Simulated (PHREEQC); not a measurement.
**Metal-bearing waste water: speciation**

Consider water at 25 °C with 89 mmol/kgw Pb(NO3)2, 8.5 mmol/kgw NaF and 0.04 mmol/kgw NaCl. Closed to the air; pH follows from the charge balance.

Equilibrium calculation in PHREEQC: ion-association model, wateq4f.dat.

Each row changes one thing in this solution. No solid was allowed to form.

```json
[
 {"case": "as made", "pH": "4.78", "ionic strength (mol/kgw)": "0.205", "NO3- (mol/kgw)": "0.145", "Pb+2 (mol/kgw)": "0.0538", "PbNO3+ (mol/kgw)": "0.0331", "PbF+ (mol/kgw)": "0.00177", "SI of Pb(OH)2 (Pb(OH)2)": "-0.37", "SI of Matlockite (PbClF)": "+0.54"},
 {"case": "Pb(NO3)2 from 0.089 to 0.178 mol/kgw", "pH": "4.55", "ionic strength (mol/kgw)": "0.363", "NO3- (mol/kgw)": "0.269", "Pb+2 (mol/kgw)": "0.0878", "PbNO3+ (mol/kgw)": "0.0874", "PbF+ (mol/kgw)": "0.00231", "SI of Pb(OH)2 (Pb(OH)2)": "-0.65", "SI of Matlockite (PbClF)": "+0.55"},
 {"case": "temperature from 25 to 85 °C", "pH": "4.98", "ionic strength (mol/kgw)": "0.212", "NO3- (mol/kgw)": "0.148", "Pb+2 (mol/kgw)": "0.0568", "PbNO3+ (mol/kgw)": "0.0300", "PbF+ (mol/kgw)": "0.00161", "SI of Pb(OH)2 (Pb(OH)2)": "+1.69", "SI of Matlockite (PbClF)": "-0.77"},
 {"case": "temperature from 25 to 40 °C", "pH": "4.83", "ionic strength (mol/kgw)": "0.207", "NO3- (mol/kgw)": "0.146", "Pb+2 (mol/kgw)": "0.0544", "PbNO3+ (mol/kgw)": "0.0324", "PbF+ (mol/kgw)": "0.00174", "SI of Pb(OH)2 (Pb(OH)2)": "+0.21", "SI of Matlockite (PbClF)": "+0.19"}
]
```

Complexes and solids missing from the database can't appear. Some of these states are supersaturated (in PbF2, Matlockite, Pb(OH)2, for instance). Constants without temperature data keep their 25 °C values here.
